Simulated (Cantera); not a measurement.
Feed: 1 mol TEOS, 0.49 mol NO, 0.37 mol H2, held at 850 K and 1.33 mbar.

Method: chemical equilibrium by Gibbs-energy minimisation in Cantera with the NASA 1993 tables (ideal gas, pure condensed phases). The feed counts by its element totals alone. Rates play no part.

```
species               before     after
-------------------  -------  --------
H2                     0.791     0.641
CO                     0.187     0.286
H                      <1e-9    0.0491
N2                    0.0187    0.0148
Si                     <1e-9   0.00370
SiO                    <1e-9   0.00297
C2H2 (acetylene)       <1e-9  0.000672
CO2                  0.00101   2.23e-9
SiC2                   <1e-9  0.000190
Si2C                   <1e-9  0.000123
HNC                    <1e-9  0.000107
C(graphite), mol        5.53      2.61
SiO2(β-quartz), mol     1.00         0
SiC(s), mol                0     0.888
```
Gas species are given as mole fractions.

Task: Name the change that produced these shifts.
(A) pressure from 1.33 mbar to 0.130 bar
(B) temperature from 850 K to 2048 K
(C) NO from 0.49 to 27 mol
(D) pressure from 1.33 mbar to 0.133 bar

Result: B, temperature from 850 K to 2048 K
